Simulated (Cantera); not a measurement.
An adiabatic, constant-volume homogeneous reactor starts with CH4 : O2 : N2 = 1 : 5.13 : 16 (molar parts), at 1150 K and 158 Torr.

Detailed kinetics in Cantera: GRI-Mech 3.0 (53 species, 325 reactions).

Predict: time of steepest temperature rise; temperature at 0.700 s; equilibrium temperature; x(O2) at 0.700 s; x(O) at 0.700 s; x(H2O2) at 0.700 s.


```
Property                                                            Result
---------------------------------  ---------------------------------------
time of steepest temperature rise                                  0.170 s
temperature at 0.700 s                                              2266 K
equilibrium temperature                                             2265 K
x(O2) at 0.700 s                       0.134 (gas-phase equilibrium 0.134)
x(O) at 0.700 s                    0.00232 (gas-phase equilibrium 0.00231)
x(H2O2) at 0.700 s                 8.21e-8 (gas-phase equilibrium 8.19e-8)
```
